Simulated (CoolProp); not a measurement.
Saturation properties of fluorine (Tc = 144.4 K, pc = 5240 kPa, ω = 0.045).

Values from CoolProp's reference Helmholtz-energy equation of state, de Reuck 1990.

```json
[
 {"T (K)": "93", "p (kPa)": "231.9", "enthalpy of vaporisation (kJ/kg)": "166.4", "liquid cp (kJ/(kg K))": "1.544", "vapour Z": "0.9392"},
 {"T (K)": "96.2", "p (kPa)": "310.4", "enthalpy of vaporisation (kJ/kg)": "162.9", "liquid cp (kJ/(kg K))": "1.561", "vapour Z": "…"},
 {"T (K)": "99.4", "p (kPa)": "407.1", "enthalpy of vaporisation (kJ/kg)": "159.1", "liquid cp (kJ/(kg K))": "1.581", "vapour Z": "0.9118"},
 {"T (K)": "102.6", "p (kPa)": "524.6", "enthalpy of vaporisation (kJ/kg)": "155.1", "liquid cp (kJ/(kg K))": "1.605", "vapour Z": "0.8958"},
 {"T (K)": "105.7", "p (kPa)": "660.5", "enthalpy of vaporisation (kJ/kg)": "151.0", "liquid cp (kJ/(kg K))": "1.632", "vapour Z": "0.8788"},
 {"T (K)": "108.9", "p (kPa)": "825.9", "enthalpy of vaporisation (kJ/kg)": "146.5", "liquid cp (kJ/(kg K))": "1.666", "vapour Z": "0.8594"},
 {"T (K)": "112.1", "p (kPa)": "1019", "enthalpy of vaporisation (kJ/kg)": "141.6", "liquid cp (kJ/(kg K))": "1.706", "vapour Z": "0.8382"},
 {"T (K)": "115.3", "p (kPa)": "1244", "enthalpy of vaporisation (kJ/kg)": "136.3", "liquid cp (kJ/(kg K))": "1.757", "vapour Z": "0.8149"},
 {"T (K)": "118.4", "p (kPa)": "1493", "enthalpy of vaporisation (kJ/kg)": "130.8", "liquid cp (kJ/(kg K))": "1.819", "vapour Z": "0.7901"},
 {"T (K)": "121.6", "p (kPa)": "1785", "enthalpy of vaporisation (kJ/kg)": "124.5", "liquid cp (kJ/(kg K))": "1.901", "vapour Z": "…"},
 {"T (K)": "124.8", "p (kPa)": "2117", "enthalpy of vaporisation (kJ/kg)": "117.6", "liquid cp (kJ/(kg K))": "2.013", "vapour Z": "…"},
 {"T (K)": "128", "p (kPa)": "2491", "enthalpy of vaporisation (kJ/kg)": "109.8", "liquid cp (kJ/(kg K))": "2.170", "vapour Z": "0.6959"},
 {"T (K)": "131.1", "p (kPa)": "2897", "enthalpy of vaporisation (kJ/kg)": "101.1", "liquid cp (kJ/(kg K))": "2.396", "vapour Z": "0.6580"},
 {"T (K)": "134.3", "p (kPa)": "3364", "enthalpy of vaporisation (kJ/kg)": "90.69", "liquid cp (kJ/(kg K))": "2.776", "vapour Z": "0.6133"},
 {"T (K)": "137.5", "p (kPa)": "3886", "enthalpy of vaporisation (kJ/kg)": "77.81", "liquid cp (kJ/(kg K))": "3.504", "vapour Z": "0.5602"}
]
```

What belongs in the gaps?


- 96.2, vapour Z: 0.9263
- 121.6, vapour Z: 0.7619
- 124.8, vapour Z: 0.7307

It boils at 85.0 K under 1 atm.
